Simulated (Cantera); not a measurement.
# Ammonia decomposition in nitride growth gas

An isothermal, constant-pressure homogeneous reactor starts with 84.0 % NH₃, 16.0 % H₂, at 1998 K and 10.00 Torr.

Computed with Cantera and the gas-phase N/H chemistry of the illustrative SiF4/NH3 mechanism in the Surface Chemkin manual (1991). Walls and surfaces, which speed up NH3 decomposition in real reactors, are not modelled.

| t (s) | x NH₃ | x H₂ | x NH₂ | x NH | x N | x N₂ |
|---|---|---|---|---|---|---|
| 8.00e-5 | 0.840 | 0.160 | 1.71e-5 | 1.51e-9 | <1e-12 | 1.11e-11 |
| 0.000283 | 0.840 | 0.160 | 6.14e-5 | 3.37e-8 | 4.59e-11 | 3.49e-9 |
| 0.00100 | 0.840 | 0.160 | 0.000217 | 5.41e-7 | 3.83e-9 | 4.90e-7 |
| 0.00355 | 0.839 | 0.160 | 0.000739 | 5.96e-6 | 1.37e-7 | 4.06e-5 |
| 0.0126 | 0.833 | 0.164 | 0.00149 | 2.09e-5 | 8.15e-7 | 0.00143 |
| 0.0445 | 0.805 | 0.184 | 0.00148 | 2.20e-5 | 9.23e-7 | 0.00886 |
| 0.158 | 0.718 | 0.248 | 0.00135 | 2.24e-5 | 1.09e-6 | 0.0327 |
| 0.558 | 0.496 | 0.409 | 0.00103 | 2.15e-5 | 1.36e-6 | 0.0930 |
| 1.98 | 0.179 | 0.640 | 0.000505 | 1.56e-5 | 1.51e-6 | 0.179 |
| 7.00 | 0.0145 | 0.760 | 8.92e-5 | 6.28e-6 | 1.39e-6 | 0.224 |
x: mole fraction; the columns are a selection and need not sum to one.

Equilibrium at this temperature and pressure: NH₃ 8.47e-8, H₂ 0.761, NH₂ 3.95e-9, NH 2.13e-9, N 3.60e-9, N₂ 0.227 (gas phase only).
